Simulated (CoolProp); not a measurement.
Properties of R113 along the isobar 0.101 MPa.

Values from CoolProp's reference Helmholtz-energy equation of state, Marx 1992.

```csv
T (K),phase,cv (kJ/(kg K)),isothermal compressibility (1/MPa)
352,gas,0.6619,10.21
356.4,gas,0.6655,10.20
360.8,gas,0.6690,?
365.3,gas,?,?
369.7,gas,0.6761,?
374.1,gas,0.6796,10.15
378.5,gas,0.6830,10.14
383,gas,0.6864,10.13
387.4,gas,0.6898,10.12
391.8,gas,0.6931,10.11
396.2,gas,?,10.11
400.7,gas,?,10.10
405.1,gas,0.7028,10.09
409.5,gas,?,10.08
413.9,gas,?,10.08
418.3,gas,0.7122,10.07
```

Q: Some entries are withheld; supply them.

A: 
- 360.8, isothermal compressibility (1/MPa): 10.19
- 365.3, cv (kJ/(kg K)): 0.6726
- 365.3, isothermal compressibility (1/MPa): 10.17
- 369.7, isothermal compressibility (1/MPa): 10.16
- 396.2, cv (kJ/(kg K)): 0.6963
- 400.7, cv (kJ/(kg K)): 0.6996
- 409.5, cv (kJ/(kg K)): 0.7060
- 413.9, cv (kJ/(kg K)): 0.7091
